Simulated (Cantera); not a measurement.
An adiabatic, constant-pressure homogeneous reactor starts with 12.5 % CH4, 0.398 % C2H6, 13.8 % O2, 73.3 % N2, at 1175 K and 9.28 atm.

Computed with Cantera and GRI-Mech 3.0 (53 species, 325 reactions).

### Question
Predict: time of steepest temperature rise; temperature at 0.800 s; equilibrium temperature; x(CH4) at 0.800 s; x(O2) at 0.800 s; x(NO) at 0.800 s.

### Answer
```json
{
  "time_of_steepest_temperature_rise": "5.44 ms",
  "temperature at 0.800 s": "2132 K",
  "equilibrium_temperature": "2132 K",
  "x(CH4) at 0.800 s": "2.76e-9 (gas-phase equilibrium 3.10e-9)",
  "x(O2) at 0.800 s": "4.77e-8 (gas-phase equilibrium 4.77e-8)",
  "x(NO) at 0.800 s": "4.68e-6 (gas-phase equilibrium 4.68e-6)"
}
```
